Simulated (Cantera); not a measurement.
## Ignition delay

Mixture: CH4 : C2H6 : O2 : N2 = 1 : 0.095 : 1.94 : 7.31 (molar parts), at 500000 Pa, adiabatic and at constant pressure. Ignition delay is the time to a rise of 400 K.

Model: GRI-Mech 3.0 (53 species, 325 reactions), integrated in Cantera.

```
T0 (K)  delay (ms)
------  ----------
1275         0.843
1350         0.406
1425         0.203
1500         0.104
1575        0.0551
1650        0.0306
```

The apparent activation energy between 1500 and 1650 K is 170 kJ/mol.
